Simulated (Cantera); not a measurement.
Input: 1 mol H2O, 0.13 mol SO2, equilibrated at 100 Torr.

Method: chemical equilibrium by Gibbs-energy minimisation in Cantera with the NASA 1993 tables (ideal gas, pure condensed phases). Candidate condensed phases: H2O, H2SO4, S; 34 gas species. Ions and electrons are included (thermal ionisation). The numbers say what is thermodynamically allowed, not how fast it happens.

x: gas mole fraction; nothing condenses.

```csv
T (K),x H,x O,x H2O,x H2,x OH,x O2,x SO2,x S,x SO
3000,0.169,0.0812,0.327,0.153,0.120,0.0685,0.0461,0.00412,0.0301
3500,…,…,…,…,…,…,…,…,…
4000,0.565,0.351,0.000940,0.0168,0.0185,0.00741,0.000123,0.0346,0.00507
4500,0.584,0.367,…,…,…,…,…,0.0376,…
5000,0.588,0.371,3.07e-6,0.00111,0.00131,0.000373,2.02e-7,0.0381,0.000232
```

Question: Fill in the missing entries.

Answer: 
- 4500, x H2O: 4.07e-5
- 4500, x H2: 0.00380
- 4500, x OH: 0.00437
- 4500, x O2: 0.00145
- 4500, x SO2: 3.73e-6
- 4500, x SO: 0.000958
- 3500, x H: 0.460
- 3500, x O: 0.263
- 3500, x H2O: 0.0302
- 3500, x H2: 0.0808
- 3500, x OH: 0.0792
- 3500, x O2: 0.0379
- 3500, x SO2: 0.00461
- 3500, x S: 0.0208
- 3500, x SO: 0.0229
